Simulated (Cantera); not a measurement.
Input: 1 mol SiH₄, 1.3 mol O₃, equilibrated at 852 °C and 0.100 bar.

Equilibrium computed with Cantera from the NASA thermochemical tables; the gas is ideal and each condensed phase is pure. Candidate condensed phases: H₂O, Si, SiO₂; 18 gas species. Rates play no part.

Base state: H₂O 0.950, H₂ 0.0500 (mole fractions); condensed: SiO₂(β-quartz).

Problem. What changes in the equilibrium state with this change: SiH₄ replaced by Si₂H₆?

Solution. 
```csv
species,before,after
H₂,0.0500,1.000
H₂O,0.950,1.49e-8
"SiO₂(β-quartz), mol",1.00,1.95
"Si(s), mol",0,0.0500
```
The feed counts by its element totals alone. Mutual solubility and eutectic melting of coexisting phases are not modelled.
